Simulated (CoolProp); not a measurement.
Vapour pressure (kPa) of CHF3 (R23): the reference equation beside estimates from Tc = 299.3 K, pc = 4832 kPa, ω = 0.263.

Computed with CoolProp (reference Helmholtz-energy equation of state, Penoncello 2003).

| T (K) | reference | van der Waals | Redlich-Kwong |
|---|---|---|---|
| 150.5 | 4.526 | 139.5 | 11.80 |
| 154.6 | 6.760 | 166.9 | 16.95 |
| 158.7 | 9.855 | 197.8 | 23.77 |
| 162.9 | 14.17 | 233.5 | 32.87 |
| 167 | 19.80 | 272.4 | 44.22 |
| 171.2 | 27.34 | 316.8 | 58.83 |
| 175.3 | 36.83 | 364.7 | 76.46 |
| 179.4 | 48.83 | 417.4 | 97.92 |
| 183.6 | 64.21 | 476.4 | 124.4 |
| 187.7 | 82.74 | 539.4 | 155.1 |
| 191.9 | 105.9 | 609.4 | 192.2 |
| 196 | 133.2 | 683.3 | 234.5 |
| 200.1 | 165.7 | 763.0 | 283.2 |

Absolute difference from the reference over all 13 rows, mean and median: van der Waals 1171.4 and 890.2 %, Redlich-Kwong 110.8 and 107.6 %.
